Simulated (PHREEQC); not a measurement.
**Ultrapure water in contact with air or piping (model solution)**

Model water analysis in mmol/kgw, 22 °C, pH 6.77, pe 10.9:

```json
[
 {"constituent": "Na", "mmol/kgw": "0.0011"},
 {"constituent": "K", "mmol/kgw": "0.000735"},
 {"constituent": "Ca", "mmol/kgw": "8.71e-05"},
 {"constituent": "Mg", "mmol/kgw": "7.7e-05"},
 {"constituent": "Cl", "mmol/kgw": "0.000713"},
 {"constituent": "S(6)", "mmol/kgw": "6.11e-05"},
 {"constituent": "Alkalinity (meq/kgw)", "mmol/kgw": "0.00135"},
 {"constituent": "Pb", "mmol/kgw": "4.27e-06"}
]
```

Valence states are taken as typed.

Computed with PHREEQC (ion-association model, wateq4f.dat).

Each row changes one thing in this solution. No solid was allowed to form.

```json
[
 {"case": "as made", "ionic strength (mol/kgw)": "2.58e-6", "HCO3- (mol/kgw)": "1.47e-6", "CO2 (mol/kgw)": "5.84e-7", "Pb+2 (mol/kgw)": "3.80e-9", "PbOH+ (mol/kgw)": "4.34e-10", "CO3-2 (mol/kgw)": "3.84e-10", "SI of Pb(OH)2 (Pb(OH)2)": "-3.14", "SI of Anglesite (PbSO4)": "-7.83"},
 {"case": "temperature from 22 to 75 °C at the same typed pH", "ionic strength (mol/kgw)": "2.58e-6", "HCO3- (mol/kgw)": "___", "CO2 (mol/kgw)": "1.31e-7", "Pb+2 (mol/kgw)": "3.82e-9", "PbOH+ (mol/kgw)": "4.35e-10", "CO3-2 (mol/kgw)": "1.64e-10", "SI of Pb(OH)2 (Pb(OH)2)": "-1.56", "SI of Anglesite (PbSO4)": "___"},
 {"case": "Ca from 8.71e-05 to 0.000261 mmol/kgw", "ionic strength (mol/kgw)": "2.92e-6", "HCO3- (mol/kgw)": "1.47e-6", "CO2 (mol/kgw)": "5.84e-7", "Pb+2 (mol/kgw)": "3.80e-9", "PbOH+ (mol/kgw)": "4.34e-10", "CO3-2 (mol/kgw)": "3.84e-10", "SI of Pb(OH)2 (Pb(OH)2)": "-3.14", "SI of Anglesite (PbSO4)": "-7.83"},
 {"case": "S(6) from 6.11e-05 to 3.05e-05 mmol/kgw", "ionic strength (mol/kgw)": "___", "HCO3- (mol/kgw)": "1.47e-6", "CO2 (mol/kgw)": "5.84e-7", "Pb+2 (mol/kgw)": "3.80e-9", "PbOH+ (mol/kgw)": "4.34e-10", "CO3-2 (mol/kgw)": "3.84e-10", "SI of Pb(OH)2 (Pb(OH)2)": "-3.14", "SI of Anglesite (PbSO4)": "___"},
 {"case": "all concentrations times 4 at the same typed pH", "ionic strength (mol/kgw)": "9.80e-6", "HCO3- (mol/kgw)": "5.52e-6", "CO2 (mol/kgw)": "2.18e-6", "Pb+2 (mol/kgw)": "1.50e-8", "PbOH+ (mol/kgw)": "1.70e-9", "CO3-2 (mol/kgw)": "1.45e-9", "SI of Pb(OH)2 (Pb(OH)2)": "-2.55", "SI of Anglesite (PbSO4)": "___"}
]
```

Task: What belongs in the gaps?

Result: 
- temperature from 22 to 75 °C at the same typed pH, HCO3- (mol/kgw): 3.69e-7
- temperature from 22 to 75 °C at the same typed pH, SI of Anglesite (PbSO4): -8.08
- S(6) from 6.11e-05 to 3.05e-05 mmol/kgw, ionic strength (mol/kgw): 2.52e-6
- S(6) from 6.11e-05 to 3.05e-05 mmol/kgw, SI of Anglesite (PbSO4): -8.14
- all concentrations times 4 at the same typed pH, SI of Anglesite (PbSO4): -6.64

Away from 25 °C the constants follow the database's enthalpies or fits; those with neither stay at their 25 °C values.
